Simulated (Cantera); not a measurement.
An adiabatic, constant-volume homogeneous reactor starts with CO : H₂ : O₂ : N₂ : H₂O = 1 : 0.21 : 0.807 : 3.03 : 0.71 (molar parts), equivalence ratio 0.75, at 1375 K and 17.0 bar. Integrator tolerance rtol = 1e-08.

Computed with Cantera and GRI-Mech 3.0 (53 species, 325 reactions). The hydrogen kinetics of GRI-Mech 3.0 are dated; newer H2 mechanisms differ, most at raised pressure. The pressure lies above the range GRI-Mech 3.0 was tuned for (to about 10 atm).

Problem. What does this change do: H2 0.21 to 0.079 parts?

Solution. 
```tsv
quantity	before	after
time of steepest temperature rise	15.5 µs	23.0 µs
temperature at 1.00 s	2832 K	2766 K
equilibrium temperature	2832 K	2766 K
x(CO) at 1.00 s	0.0251 (gas-phase equilibrium 0.0251)	0.0183 (gas-phase equilibrium 0.0183)
x(H₂) at 1.00 s	0.00355 (gas-phase equilibrium 0.00355)	0.00220 (gas-phase equilibrium 0.00220)
x(O₂) at 1.00 s	0.0413 (gas-phase equilibrium 0.0413)	0.0511 (gas-phase equilibrium 0.0511)
x(OH) at 1.00 s	0.0130 (gas-phase equilibrium 0.0130)	0.0110 (gas-phase equilibrium 0.0110)
x(H₂O) at 1.00 s	0.165 (gas-phase equilibrium 0.165)	0.145 (gas-phase equilibrium 0.145)
x(H) at 1.00 s	0.000971 (gas-phase equilibrium 0.000971)	0.000613 (gas-phase equilibrium 0.000613)
x(NO₂) at 1.00 s	2.39e-5 (gas-phase equilibrium 2.39e-5)	2.84e-5 (gas-phase equilibrium 2.84e-5)
```

Problem. What does this change do: CO 1 to 0.57 parts?

Solution. 
| quantity | before | after |
|---|---|---|
| time of steepest temperature rise | 15.5 µs | 20.9 µs |
| temperature at 1.00 s | 2832 K | 2532 K |
| equilibrium temperature | 2832 K | 2532 K |
| x(CO) at 1.00 s | 0.0251 (gas-phase equilibrium 0.0251) | 0.00326 (gas-phase equilibrium 0.00326) |
| x(H₂) at 1.00 s | 0.00355 (gas-phase equilibrium 0.00355) | 0.000840 (gas-phase equilibrium 0.000840) |
| x(O₂) at 1.00 s | 0.0413 (gas-phase equilibrium 0.0413) | 0.0774 (gas-phase equilibrium 0.0774) |
| x(OH) at 1.00 s | 0.0130 (gas-phase equilibrium 0.0130) | 0.00722 (gas-phase equilibrium 0.00722) |
| x(H₂O) at 1.00 s | 0.165 (gas-phase equilibrium 0.165) | 0.181 (gas-phase equilibrium 0.181) |
| x(H) at 1.00 s | 0.000971 (gas-phase equilibrium 0.000971) | 0.000156 (gas-phase equilibrium 0.000156) |
| x(NO₂) at 1.00 s | 2.39e-5 (gas-phase equilibrium 2.39e-5) | 3.65e-5 (gas-phase equilibrium 3.65e-5) |

Problem. What does this change do: pressure from 17.0 bar to 10.0 bar?

Solution. 
```tsv
quantity	before	after
time of steepest temperature rise	15.5 µs	13.7 µs
temperature at 1.00 s	2832 K	2801 K
equilibrium temperature	2832 K	2801 K
x(CO) at 1.00 s	0.0251 (gas-phase equilibrium 0.0251)	0.0278 (gas-phase equilibrium 0.0278)
x(H₂) at 1.00 s	0.00355 (gas-phase equilibrium 0.00355)	0.00402 (gas-phase equilibrium 0.00402)
x(O₂) at 1.00 s	0.0413 (gas-phase equilibrium 0.0413)	0.0427 (gas-phase equilibrium 0.0427)
x(OH) at 1.00 s	0.0130 (gas-phase equilibrium 0.0130)	0.0138 (gas-phase equilibrium 0.0138)
x(H₂O) at 1.00 s	0.165 (gas-phase equilibrium 0.165)	0.163 (gas-phase equilibrium 0.163)
x(H) at 1.00 s	0.000971 (gas-phase equilibrium 0.000971)	0.00121 (gas-phase equilibrium 0.00121)
x(NO₂) at 1.00 s	2.39e-5 (gas-phase equilibrium 2.39e-5)	1.85e-5 (gas-phase equilibrium 1.85e-5)
```
